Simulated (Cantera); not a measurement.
Input: 1 mol BCl3, 6 mol O2, 17 mol N2, held at 2125 K and 1.33 mbar.

These are equilibrium values from Cantera (NASA tables, ideal gas, pure condensed phases), not measurements of a reactor. Candidate condensed phases: B, BN, B2O3; 25 gas species. The tables' values for BOCl are old estimates; treat these amounts as uncertain. Kinetics and transport are ignored.

Base state: N2 0.646, O2 0.182, Cl 0.114, O 0.0193, BO2 0.0188, B2O3 0.00909, NO 0.00893, BOCl 0.000651 (mole fractions); condensed: gas only.

**Question.** What changes in the equilibrium state with this change: temperature from 2125 K to 925 K?

**Answer.** 
```csv
species,before,after
N2,0.646,0.715
O2,0.182,0.221
Cl2,1.30e-5,0.0627
Cl,0.114,0.000794
O,0.0193,<1e-9
BO2,0.0188,<1e-9
BOCl,0.000651,1.83e-9
B2O3,0.00909,<1e-9
BO,0.000614,<1e-9
NO,0.00893,1.25e-5
"B2O3(l), mol",0,0.500
```

**Question.** What changes in the equilibrium state with this change: temperature from 2125 K to 2398.15 K?

**Answer.** 
| species | before | after |
|---|---|---|
| N2 | 0.646 | 0.618 |
| O2 | 0.182 | 0.138 |
| Cl | 0.114 | 0.110 |
| O | 0.0193 | 0.0873 |
| NO | 0.00893 | 0.0137 |
| BO2 | 0.0188 | 0.0247 |
| BO | 0.000614 | 0.00539 |
| Cl2 | 1.30e-5 | 2.32e-6 |
